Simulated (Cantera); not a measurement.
**Equilibrium for carbon deposition, reforming and gasification: n-butane + CO2**

A closed system holds: 1 mol n-butane, 0.024 mol CO2, equilibrated at 775 K and 0.133 bar.

Cantera equilibrium calculation (NASA polynomials, part measured and part estimated; ideal gas, pure solids and liquids). Candidate condensed phases: C, C6H6, C7H8, C8H18, H2O; 110 gas species. Equilibrium is a limit: real reactors are often held back by kinetics, nucleation or transport.

The x(H2) is 0.810 and the x(CH4) comes out as 0.179. The x(H2O) is 0.00920 and the x(CO) is 0.00189. The x(CO2) is 0.000108 and the n(C(graphite)) is 3.26 mol. The gas amount comes out as 4.248 mol.
